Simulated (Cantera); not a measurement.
A Cantera script and its output.

```python
import numpy as np
import cantera as ct

gas = ct.Solution("gri30.yaml")
gas.TPX = 1298, 500000, {'CO': 0.0095, 'O2': 0.0082, 'H2O': 0.009, 'N2': 1}
reactor = ct.IdealGasConstPressureReactor(gas, energy="off", clone=False)
net = ct.ReactorNet([reactor])
net.rtol, net.atol = 1e-08, 1e-18
show = ['CO', 'O2', 'H2O', 'H', 'NO', 'O', 'H2']
times = np.geomspace(4e-06, 40, 13)

steps = ct.SolutionArray(gas, extra=["t"])
rows = []
print(f"{'t/s':>10s}{'T/K':>9s}{'P/Pa':>11s}" + "".join(f"{s:>11s}" for s in show))
for t in times:
    while net.time < t:
        t_next = net.step()
        steps.append(gas.state, t=t_next)
    rows.append([np.interp(t, steps.t, y) for y in (steps.T, steps.P, *steps(*show).X.T)])
    print(f"{t:10.3e}{rows[-1][0]:9.1f}{rows[-1][1]:11.4g}" + "".join(f"{x:11.3e}" for x in rows[-1][2:]))
rate = np.gradient(steps.T, steps.t)
print("integrator steps:", len(steps.t))
if steps.T.max() > steps.T[0] + 200:
    print(f"time of steepest temperature rise: {steps.t[rate.argmax()]:.4e} s")
gas.TPX = 1298, 500000, {'CO': 0.0095, 'O2': 0.0082, 'H2O': 0.009, 'N2': 1}
gas.equilibrate("TP")
print(f"equilibrium (TP): T = {gas.T:.1f} K  " + "  ".join(f"{s} {gas[s].X[0]:.3e}" for s in show))
```

Output:

```
       t/s      T/K       P/Pa         CO         O2        H2O          H         NO          O         H2
 4.000e-06   1298.0      5e+05  9.253e-03  7.987e-03  8.766e-03  3.068e-12  7.588e-19  2.979e-10  5.539e-14
 1.532e-05   1298.0      5e+05  9.253e-03  7.987e-03  8.766e-03  6.425e-11  1.355e-17  1.082e-09  4.672e-12
 5.871e-05   1298.0      5e+05  9.253e-03  7.987e-03  8.766e-03  8.585e-10  2.247e-16  4.536e-09  2.639e-10
 2.249e-04   1298.0      5e+05  9.253e-03  7.986e-03  8.766e-03  2.629e-08  1.126e-14  9.154e-08  2.110e-08
 8.618e-04   1298.0      5e+05  7.985e-03  7.348e-03  8.634e-03  3.955e-05  1.716e-08  8.383e-05  8.767e-05
 3.302e-03   1298.0      5e+05  1.745e-03  4.250e-03  8.726e-03  1.093e-05  2.129e-07  2.188e-05  4.853e-05
 1.265e-02   1298.0      5e+05  1.683e-04  3.457e-03  8.794e-03  5.012e-07  2.714e-07  1.934e-06  5.715e-06
 4.846e-02   1298.0      5e+05  8.028e-06  3.378e-03  8.804e-03  1.069e-08  2.840e-07  1.453e-07  3.404e-07
 1.857e-01   1298.0      5e+05  1.833e-07  3.375e-03  8.806e-03  2.990e-10  2.934e-07  1.914e-08  2.370e-08
 7.113e-01   1298.0      5e+05  1.331e-08  3.376e-03  8.806e-03  4.642e-11  2.950e-07  5.443e-09  6.627e-09
 2.725e+00   1298.0      5e+05  1.058e-08  3.376e-03  8.806e-03  3.647e-11  2.951e-07  4.462e-09  5.715e-09
 1.044e+01   1298.0      5e+05  1.058e-08  3.376e-03  8.806e-03  3.647e-11  2.953e-07  4.462e-09  5.715e-09
 4.000e+01   1298.0      5e+05  1.058e-08  3.376e-03  8.806e-03  3.647e-11  2.960e-07  4.462e-09  5.715e-09
integrator steps: 1444
equilibrium (TP): T = 1298.0 K  CO 1.063e-08  O2 3.348e-03  H2O 8.806e-03  H 3.655e-11  NO 5.527e-05  O 4.444e-09  H2 5.739e-09
```

Model: GRI-Mech 3.0 (53 species, 325 reactions), integrated in Cantera.
